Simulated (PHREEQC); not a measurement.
Consider water at 25 °C with 0.015 mol ZnSO4, 3.1e-05 mol NaOH and 9e-05 mol H2SO4 per kg of water. Closed to the air; pH follows from the charge balance.

Computed with PHREEQC (ion-association model, phreeqc.dat).

```
quantity                   before     after
------------------------  -------  --------
pH                           4.05      3.84
ionic strength (mol/kgw)   0.0384  0.000268
SO4-2 (mol/kgw)           0.00921   8.88e-5
HSO4- (mol/kgw)           4.69e-5   1.19e-6
NaSO4- (mol/kgw)          6.92e-7   1.28e-8
```

Problem. Which change was made?
A) ZnSO4 from 0.015 to 0.075 mol/kgw
B) temperature from 25 to 45 °C
C) temperature from 25 to 30 °C
D) ZnSO4 left out
E) diluted 2-fold with water

Solution. D, ZnSO4 left out

No solid was allowed to form.
